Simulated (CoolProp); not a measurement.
Vapour-liquid equilibrium of CHF3 (R23) (1) + sulfur hexafluoride (2) at 12.8 bar; x and y are mole fractions of (1).

Values from CoolProp's multi-fluid Helmholtz-energy mixture model, Penoncello 2003 and Guder 2009; pair parameters Bell 2016.

### Question
Give the bubble temperature and the first vapour's composition at x = 0.2, 0.35, 0.95. Is there an azeotrope?

### Answer
x = 0.2: 258.6 K, y = 0.408; x = 0.35: 254.0 K, y = 0.536; x = 0.95: 249.9 K, y = 0.940. y crosses x between x = 0.8 and 0.875: the model has an azeotrope there.

Pair parameters are fitted to limited data, so mixtures are less certain than the pure fluids.
